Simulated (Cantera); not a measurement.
**Thermodynamics of silicon nitride deposition, feed SiF4 + N2 + H2**

Feed: 1 mol SiF4, a varied amount of N2, 0.2 mol H2, equilibrated at 450 Torr.

Method: chemical equilibrium by Gibbs-energy minimisation in Cantera with the NASA 1993 tables (ideal gas, pure condensed phases). Candidate condensed phases: Si, Si3N4; 37 gas species. N2 is the only nitrogen source here; it is nearly inert below about 1500 K, so the nitride shown seldom forms there in practice. The tables' values for SiF2, SiF3 are old estimates. The numbers say what is thermodynamically allowed, not how fast it happens.

Task: Map the stable condensed phases over T = 452, 477, 502, 527, 552, 577, 602, 627, 652 °C and n(N2) in mol = 0.48, 0.7, 1, 1.4, 2.1, 3, 4.3, 6.2, 8.9, 13, 18, 27.

Result: 
```
T in °C \ n(N2) in mol
         0.48  0.7    1  1.4  2.1    3  4.3  6.2  8.9   13   18   27
    652     A    A    A    A    A    A    A    A    A    B    B    B
    627     A    A    A    A    A    A    A    A    A    A    A    B
    602     A    A    A    A    A    A    A    A    A    A    A    A
    577     A    A    A    A    A    A    A    A    A    A    A    A
    552     A    A    A    A    A    A    A    A    A    A    A    A
    527     A    A    A    A    A    A    A    A    A    A    A    A
    502     A    A    A    A    A    A    A    A    A    A    A    A
    477     A    A    A    A    A    A    A    A    A    A    A    A
    452     A    A    A    A    A    A    A    A    A    A    A    A
```
A: gas only; B: Si3N4.
